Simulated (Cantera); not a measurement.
Charge: 1 mol n-butane, 0.092 mol NH3, equilibrated at 13.0 bar.

Cantera equilibrium calculation (NASA polynomials, part measured and part estimated; ideal gas, pure solids and liquids). Candidate condensed phases: C, C6H6, C7H8, C8H18; 92 gas species. Kinetics and transport are ignored.

Q: At 1900 K, list the 4 most abundant gas species with their mole fractions, and the condensed phases.

A: H2 0.983, N2 0.00846, CH4 0.00706, HCN 0.000888. Condensed: C(graphite).
